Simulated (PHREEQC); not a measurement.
Copper plating or etch bath

Consider water at 25 °C with 0.14 mol Cu(NO3)2, 0.0018 mol HNO3 and 0.0013 mol FeCl3 per kg of water. Closed to the air; pH follows from the charge balance.

Computed with PHREEQC (ion-association model, phreeqc.dat).

```json
{
 "pH": "2.69",
 "ionic_strength": "0.428 mol/kgw",
 "activity_of_water": "0.993",
 "specific_conductance": "23600 µS/cm",
 "density": "1.018 g/cm³",
 "total_alkalinity": "-4.40 meq/kg"
}
```

```json
[
 {"species": "NO3-", "molality": "0.282", "activity": "0.177", "log γ": "-0.203"},
 {"species": "Cu+2", "molality": "0.140", "activity": "0.0365", "log γ": "-0.583"},
 {"species": "Cl-", "molality": "0.00354", "activity": "0.00234", "log γ": "-0.180"},
 {"species": "H+", "molality": "0.00266", "activity": "0.00204", "log γ": "-0.114"},
 {"species": "FeOH+2", "molality": "0.000611", "activity": "0.000139", "log γ": "-0.643"},
 {"species": "Fe+3", "molality": "0.000468", "activity": "4.43e-5", "log γ": "-1.023"},
 {"species": "CuCl+", "molality": "0.000347", "activity": "0.000230", "log γ": "-0.179"},
 {"species": "Fe2(OH)2+4", "molality": "7.86e-5", "activity": "5.20e-7", "log γ": "-2.180"},
 {"species": "Fe(OH)2+", "molality": "3.19e-5", "activity": "2.23e-5", "log γ": "-0.154"},
 {"species": "FeCl+2", "molality": "1.38e-5", "activity": "3.13e-6", "log γ": "-0.643"},
 {"species": "Fe3(OH)4+5", "molality": "6.17e-6", "activity": "2.42e-9", "log γ": "-3.406"},
 {"species": "CuOH+", "molality": "2.68e-7", "activity": "1.77e-7", "log γ": "-0.179"}
]
```

This is a speciation only: nothing precipitates in the calculation. The solution is supersaturated, for example in Hematite (slow to form), Goethite (slow to form), so a real one may precipitate; this is no full list.
